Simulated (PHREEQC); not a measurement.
Na2CO3 is added in steps, without added water, to 1 kg of water holding 0.0029 mol/kgw Cu(NO3)2 and 0.064 mol/kgw Na2SO4, at 25 °C. O2 is buffered at 0.21 atm. No CO2 enters from the air. Solids allowed: Cu(OH)2, Malachite, Brochantite, Antlerite, Cu2(OH)3NO3, Mirabilite, Chalcanthite, Nahcolite, Natron. Others were left out.

Base run: PHREEQC, ion-association model, wateq4f.dat. Each further column changes one thing. The table gives pH.

| Na2CO3 added (mol) | base | temperature from 25 to 90 °C | Na2SO4 from 0.064 to 0.64 mol/kgw | no solid may form |
|---|---|---|---|---|
| 0 | 5.02 | (withheld) | 5.14 | 5.51 |
| 0.001425 | 5.40 | (withheld) | 5.48 | 6.87 |
| 0.00285 | 5.85 | 5.36 | 5.97 | 7.31 |
| 0.004275 | 7.64 | 7.33 | 7.33 | 7.80 |
| 0.0057 | 9.38 | 8.13 | 8.82 | 8.52 |
| 0.007125 | 9.55 | 8.26 | 9.13 | 9.14 |
| 0.00855 | 9.63 | 8.36 | (withheld) | 9.42 |
| 0.01045 | 9.70 | 8.57 | (withheld) | 9.63 |
| 0.01188 | 9.74 | 8.68 | (withheld) | 9.74 |
| 0.0133 | 9.81 | 8.76 | 9.48 | 9.83 |
| 0.01473 | 9.88 | 8.83 | 9.51 | 9.90 |
| 0.01615 | 9.94 | 8.88 | 9.54 | 9.96 |
| 0.01758 | 9.99 | 8.93 | 9.56 | 10.01 |
| 0.019 | 10.04 | (withheld) | 9.58 | 10.05 |

Question: Fill in the missing entries.

Answer: 
- 0, temperature from 25 to 90 °C: 5.03
- 0.001425, temperature from 25 to 90 °C: 4.88
- 0.00855, Na2SO4 from 0.064 to 0.64 mol/kgw: 9.31
- 0.01045, Na2SO4 from 0.064 to 0.64 mol/kgw: 9.40
- 0.01188, Na2SO4 from 0.064 to 0.64 mol/kgw: 9.45
- 0.019, temperature from 25 to 90 °C: 8.97

The database's constant for dissolved Cu(OH)2 is higher than later reviews accept. Away from 25 °C the constants follow the database's enthalpies or fits; those with neither stay at their 25 °C values. The ionic strength passes 0.7 mol/kgw, the rough limit of the ion-association models, in part of: Na2SO4 from 0.064 to 0.64 mol/kgw. In at least one series the solution becomes supersaturated in solids that the run did not let form, among them Cu(OH)2, Malachite, Brochantite, Antlerite, Cu2(OH)3NO3.
